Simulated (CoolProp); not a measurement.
Properties of R141b along the isobar 21.8 MPa (Tc = 204.4 °C, pc = 4.212 MPa, ω = 0.220).

Values from CoolProp's reference Helmholtz-energy equation of state, Lemmon 2006. It is a short technical equation, of lower accuracy than the large ones.

```csv
T (°C),phase,cp (kJ/(kg K)),cv (kJ/(kg K)),conductivity (mW/(m K))
132.85,liquid,1.250,0.9075,76.7
140.65,liquid,1.260,0.9143,75.5
148.55,liquid,1.270,0.9212,74.3
156.35,liquid,(withheld),0.9279,73.3
164.15,liquid,1.291,0.9345,72.2
172.05,liquid,(withheld),0.9412,71.3
179.85,liquid,1.311,0.9476,70.4
187.65,liquid,1.321,0.9540,(withheld)
195.55,liquid,1.331,0.9604,68.8
203.35,liquid,1.341,0.9666,68.1
211.15,supercritical,1.351,0.9727,67.5
219.05,supercritical,1.360,0.9788,(withheld)
226.85,supercritical,1.369,0.9847,66.4
```

Problem. What belongs in the gaps?

Solution. 
- 156.35, cp (kJ/(kg K)): 1.280
- 172.05, cp (kJ/(kg K)): 1.301
- 187.65, conductivity (mW/(m K)): 69.5
- 219.05, conductivity (mW/(m K)): 66.9

Thermal conductivity comes from a separate model (Huber 2003), an estimate that may be off by 10 % or more.
